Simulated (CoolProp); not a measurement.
Vapour-liquid equilibrium of methane (1) + ethane (2) at -128.35 °C; x and y are mole fractions of (1).

The numbers come from the multi-fluid Helmholtz-energy mixture model, Setzmann 1991 and Bücker 2006; pair parameters Kunz 2012 in CoolProp.

Give the bubble pressure and the first vapour's composition at x = 0.15, 0.25, 0.55. Is there an azeotrope?

x = 0.15: 0.1543 MPa, y = 0.964; x = 0.25: 0.2433 MPa, y = 0.978; x = 0.55: 0.4743 MPa, y = 0.992. No azeotrope shows between x = 0.05 and 0.95.

The pair parameters rest on a limited set of measurements; away from them the model extrapolates. The gap from Raoult's law changes sign with composition, which may be real or a fault of the pair parameters; it wasn't checked against measurements.
